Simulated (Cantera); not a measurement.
Charge: 1 mol SiH2Cl2, 0.076 mol C3H8, a varied amount of H2, at 1500 °C and 42.8 Torr.

These are equilibrium values from Cantera (NASA tables, ideal gas, pure condensed phases), not measurements of a reactor. Candidate condensed phases: C, C6H6, C7H8, C8H18, Si, SiC; 109 gas species. Mutual solubility and eutectic melting of coexisting phases are not modelled. The tables' values for SiCl are old estimates; treat these amounts as uncertain. Gases not in the tables: Si2H6 and higher silanes. The numbers say what is thermodynamically allowed, not how fast it happens.

**Question.** At 110 mol H2, list the 4 most abundant gas species with their mole fractions, and the condensed phases.

**Answer.** H2 0.982, HCl 0.0161, H 0.00118, SiCl2 0.000845. Condensed: Si(l) + SiC(s).
